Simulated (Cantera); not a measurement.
Input (Python, Cantera):

```python
import numpy as np
import cantera as ct

gas = ct.Solution("gri30.yaml")
gas.TPX = 1375, 800000, {'CO': 0.0019, 'O2': 0.013, 'H2O': 0.00025, 'N2': 1}
reactor = ct.IdealGasConstPressureReactor(gas, energy="off", clone=False)
net = ct.ReactorNet([reactor])
net.rtol, net.atol = 1e-08, 1e-18
show = ['CO', 'O2', 'H2O', 'H2O2', 'H', 'NO2', 'CO2']
times = np.geomspace(3e-06, 70, 11)

steps = ct.SolutionArray(gas, extra=["t"])
rows = []
print(f"{'t/s':>10s}{'T/K':>9s}{'P/Pa':>11s}" + "".join(f"{s:>11s}" for s in show))
for t in times:
    while net.time < t:
        t_next = net.step()
        steps.append(gas.state, t=t_next)
    rows.append([np.interp(t, steps.t, y) for y in (steps.T, steps.P, *steps(*show).X.T)])
    print(f"{t:10.3e}{rows[-1][0]:9.1f}{rows[-1][1]:11.4g}" + "".join(f"{x:11.3e}" for x in rows[-1][2:]))
rate = np.gradient(steps.T, steps.t)
print("integrator steps:", len(steps.t))
if steps.T.max() > steps.T[0] + 200:
    print(f"time of steepest temperature rise: {steps.t[rate.argmax()]:.4e} s")
gas.TPX = 1375, 800000, {'CO': 0.0019, 'O2': 0.013, 'H2O': 0.00025, 'N2': 1}
gas.equilibrate("TP")
print(f"equilibrium (TP): T = {gas.T:.1f} K  " + "  ".join(f"{s} {gas[s].X[0]:.3e}" for s in show))
```

It prints:

```
       t/s      T/K       P/Pa         CO         O2        H2O       H2O2          H        NO2        CO2
 3.000e-06   1375.0      8e+05  1.872e-03  1.281e-02  2.463e-04  1.577e-17  8.766e-14  2.559e-25  3.183e-10
 1.637e-05   1375.0      8e+05  1.872e-03  1.281e-02  2.463e-04  2.518e-16  1.922e-12  7.403e-23  1.751e-09
 8.927e-05   1375.0      8e+05  1.872e-03  1.281e-02  2.463e-04  8.420e-15  4.045e-11  3.710e-20  1.051e-08
 4.870e-04   1375.0      8e+05  1.871e-03  1.281e-02  2.463e-04  9.048e-13  1.063e-09  9.303e-17  1.534e-07
 2.657e-03   1375.0      8e+05  1.720e-03  1.272e-02  2.425e-04  5.237e-09  4.039e-07  3.010e-10  1.515e-04
 1.449e-02   1375.0      8e+05  5.316e-04  1.213e-02  2.439e-04  2.016e-09  1.310e-07  4.047e-08  1.341e-03
 7.905e-02   1375.0      8e+05  1.585e-05  1.189e-02  2.456e-04  1.638e-10  3.591e-09  7.841e-08  1.858e-03
 4.312e-01   1375.0      8e+05  5.352e-08  1.188e-02  2.463e-04  1.025e-11  3.292e-11  1.015e-08  1.873e-03
 2.352e+00   1375.0      8e+05  3.866e-09  1.188e-02  2.463e-04  7.171e-12  1.912e-11  7.399e-09  1.873e-03
 1.283e+01   1375.0      8e+05  3.866e-09  1.188e-02  2.463e-04  7.171e-12  1.912e-11  7.461e-09  1.873e-03
 7.000e+01   1375.0      8e+05  3.866e-09  1.188e-02  2.463e-04  7.171e-12  1.912e-11  7.796e-09  1.873e-03
integrator steps: 1158
equilibrium (TP): T = 1375.0 K  CO 3.881e-09  O2 1.180e-02  H2O 2.463e-04  H2O2 7.149e-12  H 1.916e-11  NO2 9.084e-07  CO2 1.873e-03
```

Model: GRI-Mech 3.0 (53 species, 325 reactions), integrated in Cantera.
